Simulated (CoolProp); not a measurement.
The fluid at 353.36 K and 2.65 MPa flows at 7.8 m/s in a round tube of 25 mm bore and 1.5 µm roughness, fully developed (64/Re and Nu = 3.66 if laminar; Colebrook and Gnielinski if turbulent). The same conditions are run with several fluids, on thermodynamics alone (safety and materials aside).

Model: reference Helmholtz-energy equation of state of each fluid (c-C4F8 (RC318): Platzer 1990; o-xylene: Zhou 2012; R236EA: Rui 2013; n-heptane: Span 2003; R227EA: Lemmon 2016), in CoolProp. The equations of Platzer and Polt are older, rougher fits.

| fluid | Reynolds number | Darcy friction factor | pressure drop (Pa/m) | heat-transfer coefficient (W/(m² K)) | mass flow (kg/h) |
|---|---|---|---|---|---|
| c-C4F8 (RC318) | (withheld) | 0.0124 | 18900 | 10700 | (withheld) |
| o-xylene | 386000 | 0.0145 | 14700 | 9380 | 11500 |
| R236EA | 1230000 | 0.0126 | 18900 | (withheld) | (withheld) |
| n-heptane | 520000 | 0.0139 | 10700 | 10000 | (withheld) |
| R227EA | (withheld) | 0.0120 | (withheld) | 11700 | 15300 |

Problem. Fill in the missing entries.

Solution. 
- c-C4F8 (RC318), Reynolds number: 1420000
- c-C4F8 (RC318), mass flow (kg/h): 17300
- R236EA, heat-transfer coefficient (W/(m² K)): 11400
- R236EA, mass flow (kg/h): 17100
- n-heptane, mass flow (kg/h): 8750
- R227EA, Reynolds number: 1970000
- R227EA, pressure drop (Pa/m): 16300

Transport values come from each fluid's own correlations; those of c-C4F8 (RC318), R236EA, R227EA are estimates that may be off by 10 % or more.
